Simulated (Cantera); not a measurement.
An adiabatic, constant-pressure homogeneous reactor starts with CH₄ : C₂H₆ : O₂ : N₂ : CO₂ = 1 : 0.12 : 1.73 : 10.5 : 1.4 (molar parts), equivalence ratio 1.4, at 1425 K and 0.880 bar. Integrator tolerance rtol = 1e-08.

Detailed kinetics in Cantera: GRI-Mech 3.0 (53 species, 325 reactions).

Question: What does this change do: pressure from 0.880 bar to 0.540 bar?

Answer: 
| quantity | before | after |
|---|---|---|
| time of steepest temperature rise | 1.09 ms | 1.48 ms |
| temperature at 0.300 s | 2346 K | 2336 K |
| equilibrium temperature | 2346 K | 2336 K |
| x(CH₄) at 0.300 s | <1e-12 (gas-phase equilibrium <1e-12) | <1e-12 (gas-phase equilibrium <1e-12) |
| x(C₂H₆) at 0.300 s | <1e-12 (gas-phase equilibrium <1e-12) | <1e-12 (gas-phase equilibrium <1e-12) |
| x(O₂) at 0.300 s | 0.000471 (gas-phase equilibrium 0.000471) | 0.000669 (gas-phase equilibrium 0.000669) |
| x(HCN) at 0.300 s | 1.96e-9 (gas-phase equilibrium 1.96e-9) | 1.23e-9 (gas-phase equilibrium 1.24e-9) |
| x(O) at 0.300 s | 0.000150 (gas-phase equilibrium 0.000150) | 0.000216 (gas-phase equilibrium 0.000216) |
| x(H₂O) at 0.300 s | 0.132 (gas-phase equilibrium 0.132) | 0.132 (gas-phase equilibrium 0.132) |
